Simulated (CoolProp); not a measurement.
100 sccm (0 °C, 1 atm) of nitrogen bubbles through liquid dimethyl carbonate at 339.9 K and leaves saturated at a total pressure of 0.15 MPa (ideal gas phase). Each further row changes one setting.

Model: reference Helmholtz-energy equation of state, Zhou 2011, in CoolProp.

```tsv
case	vapour pressure (kPa)	mole fraction of vapour	delivery (mg/min)	delivery (sccm)	change of delivery for a bath 1 K warmer (%)
as stated	45.3	?	174	?	5.5
bath temperature 344.9 K	?	0.363	229	56.9	5.9
total pressure 0.3 MPa	45.3	0.151	71.4	17.8	4.5
```

Task: Fill in the missing entries.

Result: 
- as stated, mole fraction of vapour: 0.302
- as stated, delivery (sccm): 43.2
- bath temperature 344.9 K, vapour pressure (kPa): 54.4
